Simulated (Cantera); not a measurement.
# Stirred combustor or abatement burner

A perfectly stirred reactor is fed with CH4 : H2 : O2 : N2 = 1 : 0.27 : 2.51 : 22.9 (molar parts), equivalence ratio 0.85, at 0.622 atm; it is adiabatic with a 550 K inlet, and is followed from long to short residence time, starting on the burning branch (τ in s: 0.15, 0.042, 0.012, 0.0034, 0.00095, 0.00027, 7.6e-05, 2.1e-05, 6e-06).

Cantera simulation using GRI-Mech 3.0 (53 species, 325 reactions); the numbers are that mechanism's predictions, not measurements.

| τ (s) | T (K) | x CH4 | x H2 | x O2 | x HCN | x OH |
|---|---|---|---|---|---|---|
| 0.15 | 1492 | 1.82e-5 | 0.000369 | 0.0145 | 2.13e-8 | 0.000545 |
| 0.042 | 1479 | 4.11e-5 | 0.000778 | 0.0150 | 5.46e-8 | 0.000770 |
| 0.012 | 1455 | 9.62e-5 | 0.00150 | 0.0161 | 1.19e-7 | 0.00100 |
| 0.0034 | 1409 | 0.000271 | 0.00262 | 0.0186 | 2.12e-7 | 0.00112 |
| 0.00095 | 550 | 0.0375 | 0.0101 | 0.0941 | <1e-12 | <1e-12 |
| 0.00027 | 550 | 0.0375 | 0.0101 | 0.0941 | <1e-12 | <1e-12 |
| 7.6e-5 | 550 | 0.0375 | 0.0101 | 0.0941 | <1e-12 | <1e-12 |
| 2.1e-5 | 550 | 0.0375 | 0.0101 | 0.0941 | <1e-12 | <1e-12 |
| 6.0e-6 | 550 | 0.0375 | 0.0101 | 0.0941 | <1e-12 | <1e-12 |
x: mole fraction; the columns are a selection and need not sum to one.
